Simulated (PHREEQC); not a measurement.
## Metal-bearing waste water: an equilibrium model

Consider water at 25 °C with 1.4 mmol/kgw ZnSO4, 1.8 mmol/kgw MgSO4 and 53 mmol/kgw H2SO4. Closed to the air; pH follows from the charge balance.

Computed with PHREEQC (ion-association model, wateq4f.dat).

Precipitation was switched off in this run.

### Question
Predict the pH, ionic strength.

### Answer
pH 1.26; ionic strength 0.0872 mol/kgw.

### Question
In which forms is Zn present?

### Answer
Zn+2 61 %, ZnSO4 34 %, Zn(SO4)2-2 4.3 % of the Zn.
